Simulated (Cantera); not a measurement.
A perfectly stirred reactor is fed with 5.23 % H₂, 58.1 % O₂, 36.6 % N₂, equivalence ratio 0.045, at 20.0 Torr; it is held at 1225 K, and followed from long to short residence time.

Computed with Cantera and the H2/O2 subset of GRI-Mech 3.0, which has no nitrogen chemistry. Radical loss at walls, strong at low pressure, is not modelled. The temperature is held fixed by assumption; the heat of reaction is taken as removed at once.

x: mole fraction; the columns are a selection and need not sum to one.

| τ (s) | x H₂ | x O₂ | x H₂O | x HO₂ | x H₂O₂ |
|---|---|---|---|---|---|
| 26 | 1.78e-5 | 0.570 | 0.0536 | 4.07e-7 | … |
| 7.2 | 4.05e-5 | 0.570 | 0.0535 | 7.68e-7 | … |
| 2.0 | 9.03e-5 | 0.569 | 0.0533 | 1.34e-6 | … |
| 0.54 | 0.000201 | 0.568 | 0.0528 | 2.16e-6 | … |
| 0.15 | 0.000432 | 0.566 | 0.0520 | 3.13e-6 | … |
| 0.040 | 0.000926 | 0.562 | 0.0502 | 4.10e-6 | … |
| 0.011 | 0.00190 | 0.556 | 0.0469 | 4.80e-6 | … |
| 0.0030 | 0.00407 | 0.551 | 0.0419 | 5.19e-6 | … |

Fill in the missing entries.


- 26, x H₂O₂: 3.50e-8
- 7.2, x H₂O₂: 5.48e-8
- 2.0, x H₂O₂: 8.06e-8
- 0.54, x H₂O₂: 1.12e-7
- 0.15, x H₂O₂: 1.42e-7
- 0.040, x H₂O₂: 1.70e-7
- 0.011, x H₂O₂: 1.93e-7
- 0.0030, x H₂O₂: 2.32e-7
